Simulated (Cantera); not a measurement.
An isothermal, constant-pressure homogeneous reactor starts with 38.1 % CH4, 49.6 % CO2, 12.2 % H2, 0.122 % H2O, at 1423 K and 600 Torr.

Model: GRI-Mech 3.0 (53 species, 325 reactions), integrated in Cantera.

x: mole fraction; the columns are a selection and need not sum to one.

| t (s) | x CH4 | x CO2 | x H2 | x H2O | x CO | x HCO |
|---|---|---|---|---|---|---|
| 4.00e-5 | 0.381 | 0.496 | 0.122 | 0.00122 | 6.16e-8 | <1e-12 |
| 0.000124 | 0.381 | 0.496 | 0.122 | 0.00122 | 4.91e-7 | <1e-12 |
| 0.000383 | 0.381 | 0.496 | 0.122 | 0.00122 | 4.16e-6 | <1e-12 |
| 0.00119 | 0.381 | 0.496 | 0.122 | 0.00125 | … | 2.31e-12 |
| 0.00367 | 0.381 | 0.495 | 0.122 | 0.00134 | 0.000124 | 1.34e-11 |
| 0.0114 | 0.380 | 0.495 | 0.122 | 0.00171 | 0.000498 | 4.58e-11 |
| 0.0352 | 0.378 | 0.493 | 0.122 | … | … | 7.49e-11 |
| 0.109 | 0.371 | 0.487 | 0.124 | 0.00766 | 0.00651 | 8.51e-11 |
| 0.337 | 0.350 | 0.465 | 0.131 | 0.0218 | 0.0208 | 1.12e-10 |
| 1.04 | 0.293 | 0.402 | 0.144 | 0.0640 | 0.0637 | 2.15e-10 |
| 3.23 | 0.183 | 0.264 | 0.158 | 0.160 | 0.164 | 5.67e-10 |
| 10.0 | 0.0765 | 0.141 | 0.201 | 0.222 | 0.262 | 1.41e-9 |

Q: What belongs in the gaps?

A: 
- 0.00119, x CO: 2.79e-5
- 0.0352, x H2O: 0.00311
- 0.0352, x CO: 0.00191
